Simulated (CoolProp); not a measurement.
The fluid at 426.96 K and 0.22 MPa (gas) is heated at constant pressure to 511.8 K. The same conditions are run with several fluids, on thermodynamics alone (safety and materials aside).

Values from CoolProp's reference Helmholtz-energy equation of state of each fluid (water: Wagner 2002; sulfur hexafluoride: Guder 2009; hexamethyldisiloxane (MM): Thol 2016).

```csv
fluid,heat (kJ/kg),final density (kg/m³)
water,172,0.939
sulfur hexafluoride,72.9,7.58
hexamethyldisiloxane (MM),167,8.78
```
